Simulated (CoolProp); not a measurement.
The numbers come from the reference Helmholtz-energy equation of state, Lemmon 2006 in CoolProp. It is a short technical equation, of lower accuracy than the large ones.

Problem. Give the vapour pressure (MPa), vapour density (kg/m³), enthalpy of vaporisation (kJ/kg), liquid cp (kJ/(kg K)) of saturated carbon monoxide at -175.95, -167.95 °C.

Solution. 
```tsv
T (°C)	p (MPa)	vapour density (kg/m³)	enthalpy of vaporisation (kJ/kg)	liquid cp (kJ/(kg K))
-175.95	0.440	17.3	190	2.26
-167.95	0.785	30.4	173	2.41
```
